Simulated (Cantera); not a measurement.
Thermodynamics of metals in furnace atmospheres, feed Ti + CO + H2

Feed: 1 mol Ti, 6.2 mol CO, 8.6 mol H2, equilibrated at 1.00 bar.

Equilibrium computed with Cantera from the NASA thermochemical tables; the gas is ideal and each condensed phase is pure. Candidate condensed phases: C, C6H6, C7H8, C8H18, H2O, Ti, TiC, TiO, TiO2, Ti2O3, Ti3O5, Ti4O7; 113 gas species. Mutual solubility and eutectic melting of coexisting phases are not modelled. TiC: taken at fixed stoichiometry. Condensed phases not in the tables: Magnéli phases beyond Ti4O7. The numbers say what is thermodynamically allowed, not how fast it happens.

```tsv
T (K)	x H2	x CO	x CH4	x H2O	n C(graphite)	n TiO2(rutile)	n Ti4O7(s)	n Ti3O5(s)	n TiC(s)	n Ti2O3(s)
1173	0.660	0.321	0.00848	0.00752	2.02	1.00	0	0	0	0
1223	0.664	0.325	0.00587	0.00433	2.00	1.00	0	0	0	0
1273	0.666	0.326	0.00417	0.00259	1.99	1.00	0	0	0	0
1323	0.655	0.340	0.00291	0.00163	1.74	0	0.250	0	0	0
1373	0.656	0.341	0.00217	0.00105	1.74	0	0.250	0	0	0
1423	0.652	0.345	0.00162	0.000695	1.66	0	0	0.333	0	0
1473	0.653	0.345	0.00125	0.000472	1.66	0	0	0.333	0	0
1523	0.650	0.348	0.000974	0.000330	1.56	0	0	0.321	0.0359	0
1573	0.606	0.393	0.000487	0.000343	0	0	0	0.125	0.625	0
1623	0.605	0.394	0.000273	0.000359	0	0	0	0	0.601	0.200
1673	0.605	0.394	0.000159	0.000374	0	0	0	0	0.602	0.199
1723	0.605	0.394	9.62e-5	0.000388	0	0	0	0	0.602	0.199
1773	0.605	0.394	5.98e-5	0.000402	0	0	0	0	0.602	0.199
1823	0.605	0.394	3.83e-5	0.000415	0	0	0	0	0.602	0.199
```
x: gas mole fraction; n: condensed amount in mol.

From 1173 K to 1273 K the condensed part is C(graphite) + TiO2(rutile). From 1323 K to 1373 K the condensed part is C(graphite) + Ti4O7(s). From 1423 K to 1473 K the condensed part is C(graphite) + Ti3O5(s). At 1523 K the condensed part is C(graphite) + TiC(s) + Ti3O5(s). At 1573 K the condensed part is TiC(s) + Ti3O5(s). From 1623 K to 1823 K the condensed part is TiC(s) + Ti2O3(s).
